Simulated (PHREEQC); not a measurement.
## Buffer (model solution)

Dissolve 0.046 mol NH4Cl, 3.6e-05 mol NaF, 0.0095 mol NaCl and 0.0017 mol CO2 per kg of water at 25 °C. Closed to the air; pH follows from the charge balance.

Equilibrium calculation in PHREEQC: ion-association model, wateq4f.dat.

No solid was allowed to form.

Question: What pH does the model give?

Answer: pH 4.56.

Question: In which forms is C present?

Answer: CO2 98 %, HCO3- 1.9 % of the C.
